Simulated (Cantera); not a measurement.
Charge: 1 mol SiC, 0.05 mol O2, 22 mol N2, held at 2.40 mbar.

These are equilibrium values from Cantera (NASA tables, ideal gas, pure condensed phases), not measurements of a reactor. Candidate condensed phases: C, Si, SiC, SiO2, Si2N2O, Si3N4; 34 gas species. Mutual solubility and eutectic melting of coexisting phases are not modelled. The numbers say what is thermodynamically allowed, not how fast it happens. All values below are at 1600 K.

Base state: N2 0.995, CO 0.00227, SiO 0.00226 (mole fractions); condensed: SiC(s) + Si2N2O(s).

Problem. What changes in the equilibrium state with this change: O2 from 0.05 to 0.0091 mol?

Solution. 
```tsv
species	before	after
N2	0.995	0.999
CO	0.00227	0.000418
SiO	0.00226	0.000409
SiC(s), mol	0.950	0.991
Si2N2O(s), mol	3.54e-5	0
```
